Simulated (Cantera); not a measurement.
Input: 1 mol Ni, 0.5 mol NH3, 2.8 mol H2, 0.067 mol H2S, equilibrated at 10.0 mbar.

Equilibrium computed with Cantera from the NASA thermochemical tables; the gas is ideal and each condensed phase is pure. Candidate condensed phases: Ni, NiS, NiS2, Ni3S2, Ni3S4, S; 17 gas species. Metal and sulfide melt together well below either melting point, which pure phases cannot show. Mutual solubility and eutectic melting of coexisting phases are not modelled. Gases not in the tables: S3 to S7. The numbers say what is thermodynamically allowed, not how fast it happens.

x: gas mole fraction; n: condensed amount in mol.

```json
[
 {"T (K)": "898", "x H2": "0.934", "x N2": "0.0646", "x Ni": "<1e-12", "x H": "1.06e-9", "x H2S": "0.00158", "x SH": "[?]", "n Ni(s)": "0.909", "n Ni3S2(s)": "0.0304", "n Ni3S2(l)": "0", "n Ni(l)": "0"},
 {"T (K)": "998", "x H2": "0.932", "x N2": "0.0646", "x Ni": "<1e-12", "x H": "2.08e-8", "x H2S": "0.00305", "x SH": "[?]", "n Ni(s)": "0.917", "n Ni3S2(s)": "0.0276", "n Ni3S2(l)": "0", "n Ni(l)": "0"},
 {"T (K)": "1098", "x H2": "0.931", "x N2": "0.0646", "x Ni": "2.08e-11", "x H": "2.39e-7", "x H2S": "0.00484", "x SH": "[?]", "n Ni(s)": "0.928", "n Ni3S2(s)": "0", "n Ni3S2(l)": "0.0241", "n Ni(l)": "0"},
 {"T (K)": "1198", "x H2": "0.929", "x N2": "0.0646", "x Ni": "1.01e-9", "x H": "1.83e-6", "x H2S": "0.00653", "x SH": "[?]", "n Ni(s)": "0.938", "n Ni3S2(s)": "0", "n Ni3S2(l)": "0.0208", "n Ni(l)": "0"},
 {"T (K)": "1298", "x H2": "0.927", "x N2": "0.0646", "x Ni": "2.66e-8", "x H": "1.03e-5", "x H2S": "0.00822", "x SH": "[?]", "n Ni(s)": "0.948", "n Ni3S2(s)": "0", "n Ni3S2(l)": "0.0173", "n Ni(l)": "0"},
 {"T (K)": "1398", "x H2": "0.925", "x N2": "0.0646", "x Ni": "4.37e-7", "x H": "4.55e-5", "x H2S": "0.00983", "x SH": "[?]", "n Ni(s)": "0.961", "n Ni3S2(s)": "0", "n Ni3S2(l)": "0.0130", "n Ni(l)": "0"},
 {"T (K)": "1498", "x H2": "0.922", "x N2": "0.0646", "x Ni": "4.92e-6", "x H": "0.000165", "x H2S": "0.0113", "x SH": "[?]", "n Ni(s)": "0.981", "n Ni3S2(s)": "0", "n Ni3S2(l)": "0.00624", "n Ni(l)": "0"},
 {"T (K)": "1598", "x H2": "0.920", "x N2": "0.0644", "x Ni": "4.06e-5", "x H": "0.000511", "x H2S": "0.0109", "x SH": "[?]", "n Ni(s)": "1.000", "n Ni3S2(s)": "0", "n Ni3S2(l)": "0", "n Ni(l)": "0"},
 {"T (K)": "1698", "x H2": "0.920", "x N2": "0.0643", "x Ni": "0.000260", "x H": "0.00139", "x H2S": "0.00835", "x SH": "[?]", "n Ni(s)": "0.999", "n Ni3S2(s)": "0", "n Ni3S2(l)": "0", "n Ni(l)": "0"},
 {"T (K)": "1798", "x H2": "0.918", "x N2": "0.0641", "x Ni": "0.00128", "x H": "0.00337", "x H2S": "0.00620", "x SH": "[?]", "n Ni(s)": "0", "n Ni3S2(s)": "0", "n Ni3S2(l)": "0", "n Ni(l)": "0.994"},
 {"T (K)": "1898", "x H2": "0.910", "x N2": "0.0636", "x Ni": "0.00523", "x H": "0.00746", "x H2S": "0.00446", "x SH": "[?]", "n Ni(s)": "0", "n Ni3S2(s)": "0", "n Ni3S2(l)": "0", "n Ni(l)": "0.977"},
 {"T (K)": "1998", "x H2": "0.891", "x N2": "0.0624", "x Ni": "0.0184", "x H": "0.0151", "x H2S": "0.00305", "x SH": "[?]", "n Ni(s)": "0", "n Ni3S2(s)": "0", "n Ni3S2(l)": "0", "n Ni(l)": "0.921"}
]
```

Problem. Fill in the missing entries.

Solution. 
- 898, x SH: 1.05e-8
- 998, x SH: 1.83e-7
- 1098, x SH: 1.77e-6
- 1198, x SH: 1.08e-5
- 1298, x SH: 4.86e-5
- 1398, x SH: 0.000174
- 1498, x SH: 0.000516
- 1598, x SH: 0.00114
- 1698, x SH: 0.00181
- 1798, x SH: 0.00258
- 1898, x SH: 0.00332
- 1998, x SH: 0.00387
